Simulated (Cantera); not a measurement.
Charge: 1 mol Cr, 0.53 mol NH₃, equilibrated at 1.00e-5 bar.

Equilibrium computed with Cantera from the NASA thermochemical tables; the gas is ideal and each condensed phase is pure. Candidate condensed phases: Cr, CrN, Cr₂N; 11 gas species. Equilibrium is a limit: real reactors are often held back by kinetics, nucleation or transport.

x: gas mole fraction; n: condensed amount in mol.

```json
[
 {"T (K)": "773", "x H₂": "0.981", "x N₂": "0.0185", "x Cr": "<1e-12", "x H": "2.84e-10", "x NH₃": "…", "n Cr₂N(s)": "0.500", "n Cr(s)": "0"},
 {"T (K)": "873", "x H₂": "0.981", "x N₂": "0.0185", "x Cr": "7.30e-12", "x H": "1.47e-8", "x NH₃": "…", "n Cr₂N(s)": "0.500", "n Cr(s)": "0"},
 {"T (K)": "973", "x H₂": "0.812", "x N₂": "0.188", "x Cr": "2.50e-9", "x H": "3.08e-7", "x NH₃": "…", "n Cr₂N(s)": "0.162", "n Cr(s)": "0.677"},
 {"T (K)": "1073", "x H₂": "0.750", "x N₂": "0.250", "x Cr": "2.29e-7", "x H": "3.84e-6", "x NH₃": "…", "n Cr₂N(s)": "0", "n Cr(s)": "1.00"},
 {"T (K)": "1173", "x H₂": "0.750", "x N₂": "0.250", "x Cr": "9.63e-6", "x H": "3.23e-5", "x NH₃": "…", "n Cr₂N(s)": "0", "n Cr(s)": "1.000"},
 {"T (K)": "1273", "x H₂": "0.750", "x N₂": "0.250", "x Cr": "0.000222", "x H": "0.000195", "x NH₃": "…", "n Cr₂N(s)": "0", "n Cr(s)": "1.000"},
 {"T (K)": "1373", "x H₂": "0.747", "x N₂": "0.249", "x Cr": "0.00321", "x H": "0.000910", "x NH₃": "…", "n Cr₂N(s)": "0", "n Cr(s)": "0.997"},
 {"T (K)": "1473", "x H₂": "0.723", "x N₂": "0.242", "x Cr": "0.0319", "x H": "0.00340", "x NH₃": "…", "n Cr₂N(s)": "0", "n Cr(s)": "0.965"}
]
```

### Question
What belongs in the gaps?

### Answer

- 773, x NH₃: 5.24e-9
- 873, x NH₃: 2.01e-9
- 973, x NH₃: 2.22e-9
- 1073, x NH₃: 1.20e-9
- 1173, x NH₃: 7.06e-10
- 1273, x NH₃: 4.49e-10
- 1373, x NH₃: 3.03e-10
- 1473, x NH₃: 2.03e-10
